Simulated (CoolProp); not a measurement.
R1234ze(E) along the isotherm 405.5 K: Z from the reference equation and from simpler models built on Tc = 382.5 K, pc = 3.635 MPa, ω = 0.313; each cubic takes its own stable root.

Values from CoolProp's reference Helmholtz-energy equation of state, Thol 2016.

```json
[
 {"p (MPa)": "1.36", "phase": "gas", "reference": "0.8857"},
 {"p (MPa)": "2.73", "phase": "gas", "reference": "0.7509"},
 {"p (MPa)": "4.09", "phase": "supercritical", "reference": "0.5756"},
 {"p (MPa)": "5.45", "phase": "supercritical", "reference": "0.3579"},
 {"p (MPa)": "6.82", "phase": "supercritical", "reference": "0.3351"},
 {"p (MPa)": "8.18", "phase": "supercritical", "reference": "0.3643"},
 {"p (MPa)": "9.55", "phase": "supercritical", "reference": "0.4017"},
 {"p (MPa)": "10.9", "phase": "supercritical", "reference": "0.4408"},
 {"p (MPa)": "12.3", "phase": "supercritical", "reference": "0.4821"},
 {"p (MPa)": "13.6", "phase": "supercritical", "reference": "0.5206"},
 {"p (MPa)": "15", "phase": "supercritical", "reference": "0.5620"}
]
```

Question: How far does each simpler model (van der Waals, Redlich-Kwong, Peng-Robinson) lie from the reference over these 11 states: mean and median of the absolute difference, and the worst?

Answer: 
- van der Waals: mean 22.1 %, median 31.4 %, worst +34.6 % at 405.5 K and 15 MPa
- Redlich-Kwong: mean 7.9 %, median 10.0 %, worst +13.0 % at 405.5 K and 8.18 MPa
- Peng-Robinson: mean 4.4 %, median 2.8 %, worst +10.5 % at 405.5 K and 6.82 MPa
